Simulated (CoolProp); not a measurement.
R1132(E) along the isobar 3.64 MPa: fugacity coefficient from the reference equation and from simpler models built on Tc = 75.7 °C, pc = 5.174 MPa, ω = 0.245; each cubic takes its own stable root.

Model: reference Helmholtz-energy equation of state, Akasaka 2024, in CoolProp.

```
T (°C)   phase  reference
------  ------  ---------
20.75   liquid     0.3562
28.85   liquid     0.4237
37.05   liquid     0.4978
45.25   liquid     0.5769
53.35   liquid     0.6587
61.55      gas     0.7231
69.75      gas     0.7470
77.85      gas     0.7676
86.05      gas     0.7860
94.15      gas     0.8023
102.35     gas     0.8172
110.55     gas     0.8307
118.65     gas     0.8429
126.85     gas     0.8542
```

Q: How far does each simpler model (van der Waals, Redlich-Kwong, Soave-Redlich-Kwong, Peng-Robinson) lie from the reference over these 14 states: mean and median of the absolute difference, and the worst?

A: 
- van der Waals: mean 14.5 %, median 4.2 %, worst +59.4 % at 20.75 °C and 3.64 MPa
- Redlich-Kwong: mean 5.3 %, median 1.0 %, worst +20.4 % at 20.75 °C and 3.64 MPa
- Soave-Redlich-Kwong: mean 1.3 %, median 0.8 %, worst +2.9 % at 20.75 °C and 3.64 MPa
- Peng-Robinson: mean 1.3 %, median 1.8 %, worst -1.9 % at 94.15 °C and 3.64 MPa

At some of these states van der Waals gives the other phase, because its saturation line lies elsewhere.
